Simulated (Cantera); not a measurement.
A freely propagating, adiabatic, planar premixed flame of H₂ : O₂ : N₂ = 1 : 0.217 : 0.817 (molar parts), equivalence ratio 2.3, unburnt at 650 K and 97.5 Torr; mixture-averaged transport, grid criteria slope 0.08 and curve 0.16, no radiation.

Cantera simulation using the H2/O2 subset of GRI-Mech 3.0, which has no nitrogen chemistry; the numbers are that mechanism's predictions, not measurements. Burning velocities carry a grid error of a few per cent, more on coarse grids.

Predict: laminar burning velocity; thermal thickness; peak x(O); peak x(H); peak x(H₂O₂).


```
Item                        Result
------------------------  --------
laminar burning velocity  777 cm/s
thermal thickness          6.69 mm
peak x(O)                  0.00424
peak x(H)                    0.135
peak x(H₂O₂)               2.17e-7
```
